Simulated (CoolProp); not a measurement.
n-decane along the isotherm 552.3 K: fugacity coefficient from the reference equation and from simpler models built on Tc = 617.7 K, pc = 2101 kPa, ω = 0.488; each cubic takes its own stable root.

The numbers come from the reference Helmholtz-energy equation of state, Lemmon 2006 in CoolProp. It is a short technical equation, of lower accuracy than the large ones.

| p (kPa) | phase | reference |
|---|---|---|
| 9.97 | gas | 0.9974 |
| 16.1 | gas | 0.9958 |
| 26 | gas | 0.9932 |
| 42 | gas | 0.9891 |
| 67.9 | gas | 0.9823 |
| 110 | gas | 0.9714 |
| 177 | gas | 0.9540 |
| 286 | gas | 0.9258 |
| 463 | gas | 0.8800 |
| 747 | gas | 0.8057 |
| 1210 | liquid | 0.5461 |
| 1950 | liquid | 0.3551 |
| 3150 | liquid | 0.2368 |

**Question.** How far does each simpler model (van der Waals, Redlich-Kwong, Soave-Redlich-Kwong, Peng-Robinson) lie from the reference over these 13 states: mean and median of the absolute difference, and the worst?

**Answer.** 
- van der Waals: mean 13.6 %, median 1.4 %, worst +63.3 % at 552.3 K and 3150 kPa
- Redlich-Kwong: mean 7.3 %, median 0.7 %, worst +31.5 % at 552.3 K and 3150 kPa
- Soave-Redlich-Kwong: mean 1.7 %, median 0.3 %, worst +7.3 % at 552.3 K and 3150 kPa
- Peng-Robinson: mean 0.5 %, median 0.0 %, worst +2.6 % at 552.3 K and 3150 kPa

At some of these states van der Waals gives the other phase, because its saturation line lies elsewhere.
